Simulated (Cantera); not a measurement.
A perfectly stirred reactor is fed with 10.3 % C₂H₆, 89.7 % N₂, at 1.00 bar; it is held at 1925 K, and followed from long to short residence time.

Computed with Cantera and GRI-Mech 3.0 (53 species, 325 reactions). GRI-Mech 3.0 stops at C3 and has no aromatics, soot or wall deposition, so with more carbon than oxygen in the feed, carbon stays in small species such as C2H2 where larger ones or solid carbon would form.

Q: Predict: x(C₂H₆) at τ = 2.20 s; x(CH₄) at τ = 2.20 s; x(HCN) at τ = 2.20 s; x(C₂H₂) at τ = 2.20 s; x(CH₃) at τ = 2.20 s; x(C₂H₆) at τ = 31.0 ms; x(CH₄) at τ = 31.0 ms; x(HCN) at τ = 31.0 ms; x(C₂H₂) at τ = 31.0 ms; x(CH₃) at τ = 31.0 ms.

A: 
- x(C₂H₆) at τ = 2.20 s: 3.36e-7
- x(CH₄) at τ = 2.20 s: 0.00143
- x(HCN) at τ = 2.20 s: 0.000413
- x(C₂H₂) at τ = 2.20 s: 0.0845
- x(CH₃) at τ = 2.20 s: 6.76e-5
- x(C₂H₆) at τ = 31.0 ms: 2.07e-5
- x(CH₄) at τ = 31.0 ms: 0.00873
- x(HCN) at τ = 31.0 ms: 5.47e-5
- x(C₂H₂) at τ = 31.0 ms: 0.0813
- x(CH₃) at τ = 31.0 ms: 0.000508
